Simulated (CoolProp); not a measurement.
Model: reference Helmholtz-energy equation of state, Lemmon 2006, in CoolProp. It is a short technical equation, of lower accuracy than the large ones.

Question: For isopentane, give the phase and the density (kg/m³), cv (kJ/(kg K)), Joule-Thomson coefficient (K/MPa), fugacity coefficient at -104.05 °C and 1.01 bar; -90.15 °C and 1.01 bar; -34.65 °C and 1.01 bar.

Answer: 
- -104.05 °C and 1.01 bar: liquid; density 735, cv 1.26, Joule-Thomson coefficient -0.609, fugacity coefficient 0.000124
- -90.15 °C and 1.01 bar: liquid; density 723, cv 1.30, Joule-Thomson coefficient -0.593, fugacity coefficient 0.000660
- -34.65 °C and 1.01 bar: liquid; density 672, cv 1.48, Joule-Thomson coefficient -0.502, fugacity coefficient 0.0590
